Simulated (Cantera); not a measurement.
What does this Cantera script print?

```python
import numpy as np
import cantera as ct

gas = ct.Solution("h2o2.yaml")
gas.TPX = 550, 25000, {'H2': 1, 'O2': 0.962, 'N2': 3.62}
flame = ct.FreeFlame(gas, width=0.11)
flame.set_refine_criteria(ratio=3, slope=0.08, curve=0.16)
flame.transport_model = "mixture-averaged"
flame.solve(loglevel=0, auto=True)
z, T = flame.grid, flame.T
thick = (T[-1] - T[0]) / np.gradient(T, z).max()
show = ['H2', 'O2', 'HO2', 'O', 'H2O', 'H2O2']
print(f"laminar burning velocity  {flame.velocity[0] * 100:.3f} cm/s")
print(f"burnt temperature         {T[-1]:.1f} K")
print(f"thermal thickness         {thick * 1e3:.4f} mm")
print(f"grid points               {len(z)}")
z0 = z[flame.heat_release_rate.argmax()]
print(f"{'z/mm':>9s}{'T/K':>9s}{'u/(m/s)':>9s}" + "".join(f"{s:>11s}" for s in show))
rows = []
for k in (-3, -2, -1.5, -1, -0.5, -0.25, 0, 0.25, 0.5, 1, 2, 4, 8):
    zz = z0 + k * thick
    rows.append([k * thick, np.interp(zz, z, T), np.interp(zz, z, flame.velocity),
                 *(np.interp(zz, z, flame.X[gas.species_index(s)]) for s in show)])
    print(f"{rows[-1][0] * 1e3:9.3f}{rows[-1][1]:9.1f}{rows[-1][2]:9.3f}" + "".join(f"{x:11.3e}" for x in rows[-1][3:]))
```

Output:

```
laminar burning velocity  309.207 cm/s
burnt temperature         1880.2 K
thermal thickness         2.4904 mm
grid points               121
     z/mm      T/K  u/(m/s)         H2         O2        HO2          O        H2O       H2O2
   -7.471    550.0    3.092  1.791e-01  1.723e-01  7.484e-13  9.063e-16  1.026e-12  2.029e-15
   -4.981    550.0    3.092  1.791e-01  1.723e-01  2.778e-10  9.181e-13  2.459e-10  7.972e-13
   -3.736    550.0    3.092  1.791e-01  1.723e-01  9.079e-09  3.902e-11  6.605e-09  2.830e-11
   -2.490    550.1    3.091  1.789e-01  1.724e-01  1.511e-06  1.001e-08  1.109e-06  8.344e-09
   -1.245    575.3    3.208  1.708e-01  1.730e-01  1.129e-04  1.230e-05  1.722e-03  4.960e-06
   -0.623    748.1    4.086  1.397e-01  1.689e-01  6.964e-05  2.830e-04  1.906e-02  5.136e-06
    0.000   1065.7    5.683  7.068e-02  1.410e-01  3.564e-05  4.433e-03  8.098e-02  2.024e-06
    0.623   1306.3    6.909  2.196e-02  1.048e-01  2.160e-05  1.115e-02  1.425e-01  2.112e-06
    1.245   1430.9    7.533  1.206e-02  9.455e-02  1.634e-05  1.259e-02  1.599e-01  1.402e-06
    2.490   1558.1    8.147  9.394e-03  9.137e-02  1.234e-05  1.080e-02  1.689e-01  7.525e-07
    4.981   1673.6    8.688  6.933e-03  9.008e-02  8.874e-06  7.740e-03  1.767e-01  3.871e-07
    9.961   1764.3    9.103  4.258e-03  8.977e-02  5.722e-06  4.637e-03  1.836e-01  2.114e-07
   19.923   1825.9    9.381  2.077e-03  9.011e-02  3.128e-06  2.228e-03  1.888e-01  1.195e-07
```

Detailed kinetics in Cantera: the H2/O2 subset of GRI-Mech 3.0, which has no nitrogen chemistry. Burning velocities carry a grid error of a few per cent, more on coarse grids. Lean hydrogen flames are cellular in practice and burn faster than this planar one.
